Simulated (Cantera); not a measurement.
An isothermal, constant-pressure homogeneous reactor starts with N2O : H2O = 1 : 0.14 (molar parts), at 1250 K and 5400 Pa.

Model: GRI-Mech 3.0 (53 species, 325 reactions), integrated in Cantera. GRI-Mech 3.0 was tuned for natural gas; its chemistry of N2O as a main component is partial and can be far from experiment. The mechanism lacks the step 2 NO + O2 → 2 NO2, which can matter for NO2 below about 1400 K. The temperature is held fixed by assumption; the heat of reaction is taken as removed at once.

x: mole fraction; the columns are a selection and need not sum to one.

```
t (s)     x N2O  x H2O    x H2O2      x O      x H      x NO
--------  -----  -----  --------  -------  -------  --------
0.000500  0.877  0.123  1.51e-10  5.31e-6        ?   5.17e-6
0.00141   0.877  0.123   5.07e-9  5.32e-6        ?   1.66e-5
0.00398   0.877  0.123   1.06e-7  5.34e-6        ?   4.84e-5
0.0112    0.875  0.123   2.10e-7  5.36e-6  1.79e-8  0.000132
0.0316    0.872  0.123   1.50e-7  5.35e-6  1.89e-8  0.000348
0.0892    0.862  0.122   9.92e-8  5.24e-6  1.81e-8  0.000921
0.251     0.836  0.121   5.51e-8  5.00e-6        ?   0.00255
0.709     0.768  0.118   2.51e-8  4.74e-6  1.48e-8   0.00698
2.00      0.613  0.112   1.26e-8  4.48e-6  1.53e-8    0.0172
```

### Question
What belongs in the gaps?

### Answer

- 0.000500, x H: 2.12e-9
- 0.00141, x H: 6.62e-9
- 0.00398, x H: 1.45e-8
- 0.251, x H: 1.60e-8
